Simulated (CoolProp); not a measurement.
A single-stage vapour-compression cycle with R134a: evaporating at 264.15 K (dew point), condensing at 290.15 K (bubble point), superheat 0 K, subcooling 2 K, compressor efficiency 0.9, no pressure losses. Each further row changes one setting.

Model: reference Helmholtz-energy equation of state, Tillner-Roth 1994, in CoolProp.

| case | cooling COP | pressure ratio | discharge temperature (K) | refrigerating effect (kJ/kg) | volumetric capacity (kJ/m³) |
|---|---|---|---|---|---|
| as stated | … | 2.49 | 296.3 | 173 | 1800 |
| evaporating temperature 269.15 K | 10.6 | 2.06 | … | 176 | 2200 |
| condensing temperature 285.15 K | 10.5 | 2.12 | … | 180 | 1870 |
| subcooling 7 K | 8.59 | 2.49 | 296.3 | 180 | 1870 |
| superheat 10 K | 8.25 | 2.49 | 306.4 | 181 | 1800 |
| compressor efficiency 0.8 | 7.34 | 2.49 | … | 173 | 1800 |

Task: Fill in the missing entries.

Result: 
- as stated, cooling COP: 8.26
- evaporating temperature 269.15 K, discharge temperature (K): 294.9
- condensing temperature 285.15 K, discharge temperature (K): 290.4
- compressor efficiency 0.8, discharge temperature (K): 299.1
